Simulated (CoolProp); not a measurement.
n-butane along the isotherm 441.7 K: fugacity coefficient from the reference equation and from simpler models built on Tc = 425.1 K, pc = 37.96 bar, ω = 0.201; each cubic takes its own stable root.

Values from CoolProp's reference Helmholtz-energy equation of state, Bücker 2006.

```csv
p (bar),phase,reference
2.37,gas,0.9817
4.75,gas,0.9634
7.12,gas,0.9452
9.49,gas,0.9271
11.9,gas,0.9087
14.2,gas,0.8912
16.6,gas,0.8730
19,gas,0.8549
```

Question: How far does each simpler model (Redlich-Kwong, Peng-Robinson) lie from the reference over these 8 states: mean and median of the absolute difference, and the worst?

Answer: 
- Redlich-Kwong: mean 0.2 %, median 0.3 %, worst -0.4 % at 441.7 K and 19 bar
- Peng-Robinson: mean 1.1 %, median 1.1 %, worst -1.9 % at 441.7 K and 19 bar
